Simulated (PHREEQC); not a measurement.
Brine (model solution)

A solution holds 1.4 mol KCl and 0.069 mol MgCl2 per kg of water, at 25 °C. Closed to the air; pH follows from the charge balance.

All values are PHREEQC results (Pitzer model, pitzer.dat), not measurements.

* **ionic strength**: 1.61 mol/kgw
* **activity of water**: 0.952
* **density**: 1.063 g/cm³
* **osmotic coefficient**: 0.910

```tsv
species	molality	activity	log γ
Cl-	1.54	0.893	-0.236
K+	1.40	0.829	-0.227
Mg+2	0.0690	0.0162	-0.630
H+	2.05e-7	1.92e-7	-0.027
MgOH+	1.22e-7	1.24e-7	0.009
OH-	8.29e-8	5.01e-8	-0.219
```

No solid was allowed to form.
